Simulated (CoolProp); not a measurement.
Model: reference Helmholtz-energy equation of state, Thol 2015, in CoolProp.

Question: Give the vapour pressure (MPa), liquid density (kg/m³), vapour density (kg/m³), enthalpy of vaporisation (kJ/kg) of saturated octamethylcyclotetrasiloxane (D4) at 394.6 K.

Answer: 
| T (K) | p (MPa) | liquid density (kg/m³) | vapour density (kg/m³) | enthalpy of vaporisation (kJ/kg) |
|---|---|---|---|---|
| 394.6 | 0.0199 | 837 | 1.84 | 151 |
